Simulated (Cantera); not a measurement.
Charge: 1 mol S, 0.98 mol O2, 13 mol H2, held at 3200 °C and 82.5 Torr.

These are equilibrium values from Cantera (NASA tables, ideal gas, pure condensed phases), not measurements of a reactor. The numbers say what is thermodynamically allowed, not how fast it happens.

```
species    before     after
-------  --------  --------
H           0.705     0.526
H2          0.177     0.340
H2O        0.0107    0.0388
O          0.0447    0.0216
SO        0.00595    0.0116
OH         0.0193    0.0234
S          0.0333    0.0318
SO2      0.000196  0.000824
H2S       4.57e-5  0.000192
S2       0.000174  0.000515
SH        0.00256   0.00503
O2        0.00104  0.000962
```
Gas species are given as mole fractions.

### Question
What was changed between the two runs?
A. H2 from 13 to 2 mol
B. temperature from 3200 °C to 2950 °C
C. temperature from 3200 °C to 1650 °C
D. H2 from 13 to 1.7 mol

### Answer
B, temperature from 3200 °C to 2950 °C
